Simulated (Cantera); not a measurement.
Input (Python, Cantera):

```python
import numpy as np
import cantera as ct

gas = ct.Solution("h2o2.yaml")
gas.TPX = 1348, 1333, {'H2': 0.2, 'O2': 1}
reactor = ct.IdealGasConstPressureReactor(gas, energy="off", clone=False)
net = ct.ReactorNet([reactor])
net.rtol, net.atol = 1e-08, 1e-18
show = ['H2', 'O2', 'O', 'HO2', 'H2O2', 'H']
times = np.geomspace(1e-05, 20, 10)

steps = ct.SolutionArray(gas, extra=["t"])
rows = []
print(f"{'t/s':>10s}{'T/K':>9s}{'P/Pa':>11s}" + "".join(f"{s:>11s}" for s in show))
for t in times:
    while net.time < t:
        t_next = net.step()
        steps.append(gas.state, t=t_next)
    rows.append([np.interp(t, steps.t, y) for y in (steps.T, steps.P, *steps(*show).X.T)])
    print(f"{t:10.3e}{rows[-1][0]:9.1f}{rows[-1][1]:11.4g}" + "".join(f"{x:11.3e}" for x in rows[-1][2:]))
rate = np.gradient(steps.T, steps.t)
print("integrator steps:", len(steps.t))
if steps.T.max() > steps.T[0] + 200:
    print(f"time of steepest temperature rise: {steps.t[rate.argmax()]:.4e} s")
gas.TPX = 1348, 1333, {'H2': 0.2, 'O2': 1}
gas.equilibrate("TP")
print(f"equilibrium (TP): T = {gas.T:.1f} K  " + "  ".join(f"{s} {gas[s].X[0]:.3e}" for s in show))
```

Output:

```
       t/s      T/K       P/Pa         H2         O2          O        HO2       H2O2          H
 1.000e-05   1348.0       1333  1.667e-01  8.333e-01  2.355e-09  1.537e-08  3.310e-12  1.350e-08
 5.013e-05   1348.0       1333  1.667e-01  8.333e-01  4.498e-08  7.701e-08  8.253e-11  7.392e-08
 2.513e-04   1348.0       1333  1.666e-01  8.333e-01  6.326e-06  3.950e-07  2.009e-09  7.482e-06
 1.260e-03   1348.0       1333  7.359e-03  7.237e-01  7.966e-02  5.443e-06  2.009e-07  4.532e-02
 6.316e-03   1348.0       1333  6.028e-03  7.428e-01  6.417e-02  5.605e-06  2.106e-07  3.262e-02
 3.166e-02   1348.0       1333  2.300e-03  7.923e-01  2.198e-02  5.031e-06  2.024e-07  6.663e-03
 1.587e-01   1348.0       1333  1.536e-04  8.159e-01  1.417e-03  1.290e-06  6.932e-08  1.092e-04
 7.958e-01   1348.0       1333  9.049e-06  8.179e-01  8.366e-05  1.389e-07  1.352e-08  1.568e-06
 3.989e+00   1348.0       1333  1.012e-06  8.181e-01  9.400e-06  5.739e-08  2.909e-09  5.910e-08
 2.000e+01   1348.0       1333  3.536e-07  8.181e-01  3.288e-06  7.324e-08  1.501e-09  1.226e-08
integrator steps: 1912
equilibrium (TP): T = 1348.0 K  H2 3.460e-07  O2 8.181e-01  O 3.217e-06  HO2 7.380e-08  H2O2 1.484e-09  H 1.187e-08
```

Computed with Cantera and the H2/O2 subset of GRI-Mech 3.0, which has no nitrogen chemistry. Radical loss at walls, strong at low pressure, is not modelled. The temperature is held fixed by assumption; the heat of reaction is taken as removed at once.
